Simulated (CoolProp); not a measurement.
Vapour-liquid equilibrium of o-xylene (1) + n-nonane (2) at 439.9 K; x and y are mole fractions of (1).

Computed with CoolProp (multi-fluid Helmholtz-energy mixture model, Zhou 2012 and Lemmon 2006; pair parameters Bell 2016).

```tsv
x	bubble pressure, mixture model (MPa)	bubble pressure, Raoult's law (MPa)	y, mixture model	y, Raoult's law
0.05	0.1544	0.1531	0.064	0.058
0.2	0.1614	0.1569	0.241	0.226
0.35	0.1673	0.1607	0.397	0.385
0.5	0.1720	0.1644	0.539	0.538
0.65	0.1753	0.1682	0.673	0.684
0.8	0.1772	0.1719	0.806	0.823
0.95	0.1773	0.1757	0.949	0.957
```

The largest gap from Raoult's law is +4.6 % in bubble pressure, at x = 0.5. y crosses x between x = 0.8 and 0.95: the model has an azeotrope there.

The pair parameters rest on a limited set of measurements; away from them the model extrapolates.
